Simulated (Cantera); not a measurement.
A freely propagating, adiabatic, planar premixed flame of 45.6 % H₂, 9.12 % O₂, 34.3 % N₂, 10.9 % H₂O, unburnt at 523 K and 1.18 atm; mixture-averaged transport, grid criteria slope 0.08 and curve 0.16, no radiation.

Cantera simulation using the H2/O2 subset of GRI-Mech 3.0, which has no nitrogen chemistry; the numbers are that mechanism's predictions, not measurements. Burning velocities carry a grid error of a few per cent, more on coarse grids.

x: mole fraction of selected species; z is measured from the peak of heat release.

| z (mm) | T (K) | u (m/s) | x H₂ | x O₂ | x H₂O | x HO₂ | x H₂O₂ | x O |
|---|---|---|---|---|---|---|---|---|
| -0.950 | 523 | 5.19 | 0.456 | 0.0912 | 0.109 | <1e-8 | <1e-8 | <1e-8 |
| -0.633 | 523 | 5.19 | 0.456 | 0.0912 | 0.109 | <1e-8 | <1e-8 | <1e-8 |
| -0.475 | 523 | 5.19 | 0.456 | 0.0912 | 0.109 | 1.62e-8 | <1e-8 | <1e-8 |
| -0.317 | 523 | 5.19 | 0.456 | 0.0913 | 0.110 | 1.28e-6 | 2.36e-8 | 1.57e-8 |
| -0.158 | 564 | 5.54 | 0.448 | 0.0915 | 0.113 | 0.000336 | 1.24e-5 | 8.27e-6 |
| -0.0791 | 789 | 7.56 | 0.420 | 0.0847 | 0.136 | 0.000302 | 2.67e-5 | 0.000137 |
| 0 | 1118 | 10.5 | 0.366 | 0.0623 | 0.189 | 0.000124 | 5.37e-6 | 0.000834 |
| 0.0791 | 1356 | 12.6 | 0.310 | 0.0294 | 0.254 | 4.73e-5 | 1.11e-6 | 0.00132 |
| 0.158 | 1478 | 13.7 | 0.281 | 0.00973 | 0.292 | 1.46e-5 | 6.37e-7 | 0.000824 |
| 0.317 | 1577 | 14.6 | 0.273 | ? | 0.310 | ? | ? | ? |
| 0.633 | 1660 | 15.2 | 0.278 | 0.000114 | 0.314 | 1.81e-7 | 2.33e-7 | 0.000180 |
| 1.27 | 1734 | 15.8 | 0.285 | 4.90e-5 | 0.316 | 8.66e-8 | 1.24e-7 | 9.69e-5 |
| 2.53 | 1792 | 16.3 | 0.291 | ? | 0.318 | ? | ? | ? |

**Question.** Complete the blanks.

**Answer.** 
- 0.317, x O₂: 0.000984
- 0.317, x HO₂: 1.39e-6
- 0.317, x H₂O₂: 3.75e-7
- 0.317, x O: 0.000309
- 2.53, x O₂: 2.15e-5
- 2.53, x HO₂: 4.18e-8
- 2.53, x H₂O₂: 5.70e-8
- 2.53, x O: 4.29e-5
